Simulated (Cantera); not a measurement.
**Premixed flame**

A freely propagating, adiabatic, planar premixed flame of 12.0 % CH4, 18.5 % O2, 69.5 % N2, equivalence ratio 1.3, unburnt at 625 K and 0.540 bar; mixture-averaged transport, grid criteria slope 0.08 and curve 0.16, no radiation.

Computed with Cantera and GRI-Mech 3.0 (53 species, 325 reactions). Burning velocities carry a grid error of a few per cent, more on coarse grids.

```csv
z (mm),T (K),u (m/s),x CH4,x O2,x C2H2,x CH2O,x NO,x O
-1.82,625,1.30,0.120,0.185,1.16e-8,1.85e-7,<1e-8,<1e-8
-1.22,628,1.31,0.119,0.184,1.87e-7,2.90e-6,1.08e-8,<1e-8
-0.912,638,1.34,0.118,0.182,1.18e-6,1.68e-5,5.66e-8,1.43e-8
-0.608,717,1.52,0.111,0.176,1.51e-5,0.000155,5.55e-7,4.73e-7
-0.304,1140,2.48,0.0761,0.138,0.000179,0.000912,4.89e-6,2.25e-5
-0.152,1535,3.39,0.0411,0.0941,0.000504,0.00120,1.12e-5,0.000139
0,1886,4.22,0.0113,0.0468,0.000897,0.000704,2.27e-5,0.000534
0.152,2054,4.61,0.00143,0.0186,0.000439,0.000192,4.04e-5,0.00108
0.304,2101,4.70,0.000115,0.00775,7.62e-5,2.57e-5,5.72e-5,0.00140
0.608,2122,4.73,7.22e-7,0.00302,1.26e-6,2.32e-7,7.44e-5,0.00143
1.22,2140,4.76,<1e-8,0.00214,<1e-8,<1e-8,8.34e-5,0.00124
2.43,2164,4.81,<1e-8,0.00170,<1e-8,<1e-8,8.85e-5,0.000981
4.86,2196,4.87,<1e-8,0.00118,<1e-8,<1e-8,9.50e-5,0.000668
```
x: mole fraction of selected species; z is measured from the peak of heat release.

```json
{
 "laminar_burning_velocity": "130 cm/s",
 "thermal_thickness": "0.608 mm",
 "peak x(C2H2)": "0.000897",
 "peak x(CH2O)": "0.00121",
 "peak x(O)": "0.00146",
 "grid_points": "146"
}
```
